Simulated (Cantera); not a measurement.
**Thermodynamics of silicon etching in halogen gases, feed Si + Cl₂ + N₂**

Charge: 1 mol Si, a varied amount of Cl₂, 0.52 mol N₂, at 1330 Pa.

Cantera equilibrium calculation (NASA polynomials, part measured and part estimated; ideal gas, pure solids and liquids). Candidate condensed phases: Si, Si₃N₄; 13 gas species. N₂ is the only nitrogen source here; it is nearly inert below about 1500 K, so the nitride shown seldom forms there in practice. The tables' values for SiCl₃ are old estimates. The numbers say what is thermodynamically allowed, not how fast it happens.

Stable condensed phases:

```
T in K \ n(Cl₂) in mol
         0.56 0.67  0.8 0.96  1.1  1.4  1.6    2  2.4  2.8  3.4  4.1
   1675     A    A    A    A    B    B    B    B    B    B    B    B
   1575     A    A    A    A    A    B    B    B    B    B    B    B
   1475     A    A    A    A    A    A    B    B    B    B    B    B
   1375     A    A    A    A    A    A    A    B    B    B    B    B
   1275     A    A    A    A    A    A    A    B    B    B    B    B
   1175     A    A    A    A    A    A    A    B    B    B    B    B
   1075     A    A    A    A    A    A    A    B    B    B    B    B
    975     A    A    A    A    A    A    A    B    B    B    B    B
    875     A    A    A    A    A    A    A    B    B    B    B    B
    775     A    A    A    A    A    A    A    B    B    B    B    B
    675     A    A    A    A    A    A    A    B    B    B    B    B
```

A: Si₃N₄; B: gas only.
